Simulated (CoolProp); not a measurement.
Vapour-liquid equilibrium of R13 (1) + R11 (2) at 0.127 MPa; x and y are mole fractions of (1).

Model: multi-fluid Helmholtz-energy mixture model, Platzer 1990 and Jacobsen 1992; pair parameters Bell 2016, in CoolProp. This equation is an older, rougher fit; its heat capacities, sound speeds and derivatives of the liquid may be far off and weren't checked against measurements.

| x | bubble temperature, mixture model (K) | bubble temperature, Raoult's law (K) | y, mixture model | y, Raoult's law |
|---|---|---|---|---|
| 0.05 | 260.0 | 270.7 | 0.827 | 0.729 |
| 0.15 | 228.0 | 241.6 | 0.973 | 0.944 |
| 0.25 | 216.5 | 227.7 | 0.989 | 0.979 |
| 0.35 | 210.6 | 219.2 | 0.993 | 0.990 |
| 0.45 | 206.9 | 213.2 | 0.996 | 0.994 |
| 0.55 | 204.4 | 208.6 | 0.997 | 0.997 |
| 0.65 | 202.4 | 204.9 | 0.998 | 0.998 |
| 0.75 | 200.6 | 201.9 | 0.998 | 0.999 |
| 0.85 | 198.9 | 199.3 | 0.999 | 1.000 |
| 0.95 | 197.1 | 197.1 | 1.000 | 1.000 |

The largest gap from Raoult's law is -13.6 K in bubble temperature, at x = 0.15. No azeotrope shows between x = 0.05 and 0.95.

The pair parameters rest on a limited set of measurements; away from them the model extrapolates. With so large a gap from Raoult's law the liquid may split in two, which this calculation doesn't test in full.
